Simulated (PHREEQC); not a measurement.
Brine

Make-up at 25 °C: 0.72 mol NaBr and 0.12 mol MgSO4 per kg of water. Closed to the air; pH follows from the charge balance.

Model: Pitzer model, pitzer.dat, run in PHREEQC.

Each row changes one thing in this solution. Precipitation was switched off in this run.

```
case                             MgOH+ (mol/kgw)  HSO4- (mol/kgw)  SI of Mirabilite (Na2SO4:10H2O)  SI of Epsomite (MgSO4:7H2O)
-------------------------------  ---------------  ---------------  -------------------------------  ---------------------------
as made                                  4.08e-7          2.40e-7                            -1.63                        -1.91
diluted 5-fold with water                1.22e-7       (withheld)                            -3.08                        -2.69
MgSO4 from 0.12 to 0.18 mol/kgw          5.44e-7          3.44e-7                            -1.53                        -1.65
NaBr from 0.72 to 3.6 mol/kgw            6.71e-7          3.00e-7                            -1.07                        -2.08
diluted 2-fold with water                2.40e-7       (withheld)                            -2.22                        -2.24
NaBr from 0.72 to 1.08 mol/kgw           4.27e-7          2.29e-7                       (withheld)                   (withheld)
diluted 100-fold with water              1.26e-8       (withheld)                            -6.28                        -4.42
```

Task: Fill in the missing entries.

Result: 
- diluted 5-fold with water, HSO4- (mol/kgw): 7.61e-8
- diluted 2-fold with water, HSO4- (mol/kgw): 1.44e-7
- NaBr from 0.72 to 1.08 mol/kgw, SI of Mirabilite (Na2SO4:10H2O): -1.42
- NaBr from 0.72 to 1.08 mol/kgw, SI of Epsomite (MgSO4:7H2O): -1.98
- diluted 100-fold with water, HSO4- (mol/kgw): 7.98e-9
